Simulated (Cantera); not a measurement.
Mixture: CH4 : C2H6 : C3H8 : O2 : N2 = 1 : 0.076 : 0.18 : 1.51 : 7.99 (molar parts), equivalence ratio 2.1, at 653 Torr, adiabatic and at constant volume. Ignition delay is the time to a rise of 400 K.

Detailed kinetics in Cantera: GRI-Mech 3.0 (53 species, 325 reactions). GRI-Mech 3.0 was tuned for natural gas; its chemistry of propane as a main component is partial and can be far from experiment.

```csv
quantity,before,after
delay at 1123 K,36.2 ms,62.0 ms
delay at 1323 K,1.44 ms,1.77 ms
delay at 1523 K,0.165 ms,0.179 ms
delay at 1723 K,43.7 µs,45.4 µs
delay at 1923 K,18.7 µs,19.3 µs
apparent activation energy between 1823 and 2023 K,110 kJ/mol,110 kJ/mol
```

Task: What was changed between the two runs?
A) C3H8 0.18 to 0.093 parts
B) pressure from 653 Torr to 360 Torr
C) pressure from 653 Torr to 338 Torr
D) C2H6 0.076 to 0.023 parts

Result: D, C2H6 0.076 to 0.023 parts
